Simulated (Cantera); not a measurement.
Charge: 1 mol BN, 0.78 mol H2O, held at 1725 K and 1.80 Pa.

Equilibrium computed with Cantera from the NASA thermochemical tables; the gas is ideal and each condensed phase is pure. Candidate condensed phases: B, BN, B2O3, B3O3H3, H2O; 39 gas species. The tables' values for BH2 are old estimates; treat these amounts as uncertain. Rates play no part.

Q: What is the equilibrium state?

A: 
```json
{
 "x(H2)": "0.396",
 "x(N2)": "0.229",
 "x(BO)": "0.135",
 "x(B2O2)": "0.110",
 "x(HBO)": "0.0997",
 "x(H)": "0.0276",
 "x(B2O3)": "0.00155",
 "x(B2O)": "0.000428",
 "x(HBO2)": "0.000179",
 "n(BN(s))": "0.222 mol",
 "gas_amount": "1.695 mol",
 "log10 activity of B(s) (absent)": "-0.31",
 "log10 activity of B3O3H3(s) (absent)": "-18.78"
}
```
